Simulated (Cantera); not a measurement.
## Adiabatic ignition

An adiabatic, constant-volume homogeneous reactor starts with 4.56 % CH4, 0.424 % C2H6, 16.1 % O2, 78.9 % N2, at 1598 K and 17300 Torr.

Cantera simulation using GRI-Mech 3.0 (53 species, 325 reactions); the numbers are that mechanism's predictions, not measurements. The pressure lies above the range GRI-Mech 3.0 was tuned for (to about 10 atm).

| t (s) | T (K) | P (bar) | x CH4 | x C2H6 | x O2 | x CO2 | x C2H2 |
|---|---|---|---|---|---|---|---|
| 5.00e-6 | 1601 | 23.0 | 0.0449 | 0.00391 | 0.160 | 3.63e-6 | 3.55e-7 |
| 1.62e-5 | 2130 | 31.5 | 0.00833 | 0.000118 | 0.106 | 0.00324 | 0.000549 |
| 5.22e-5 | 2831 | 41.1 | <1e-12 | <1e-12 | 0.0522 | 0.0479 | <1e-12 |
| 0.000169 | 2815 | 40.9 | <1e-12 | <1e-12 | 0.0485 | 0.0481 | <1e-12 |
| 0.000545 | 2804 | 40.7 | <1e-12 | <1e-12 | 0.0460 | 0.0482 | <1e-12 |
| 0.00176 | 2803 | 40.7 | <1e-12 | <1e-12 | 0.0458 | 0.0482 | <1e-12 |
| 0.00568 | 2803 | 40.7 | <1e-12 | <1e-12 | 0.0458 | 0.0482 | <1e-12 |
| 0.0184 | 2803 | 40.7 | <1e-12 | <1e-12 | 0.0458 | 0.0482 | <1e-12 |
| 0.0593 | 2803 | 40.7 | <1e-12 | <1e-12 | 0.0458 | 0.0482 | <1e-12 |
| 0.192 | 2803 | 40.7 | <1e-12 | <1e-12 | 0.0458 | 0.0482 | <1e-12 |
| 0.619 | 2803 | 40.7 | <1e-12 | <1e-12 | 0.0458 | 0.0482 | <1e-12 |
| 2.00 | 2803 | 40.7 | <1e-12 | <1e-12 | 0.0458 | 0.0482 | <1e-12 |
x: mole fraction; the columns are a selection and need not sum to one.

- time of steepest temperature rise: 16.3 µs
- temperature at 2.00 s: 2803 K
- equilibrium temperature: 2803 K
- x(CH4) at 2.00 s: <1e-12 (gas-phase equilibrium <1e-12)
- x(C2H6) at 2.00 s: <1e-12 (gas-phase equilibrium <1e-12)
- x(O2) at 2.00 s: 0.0458 (gas-phase equilibrium 0.0458)
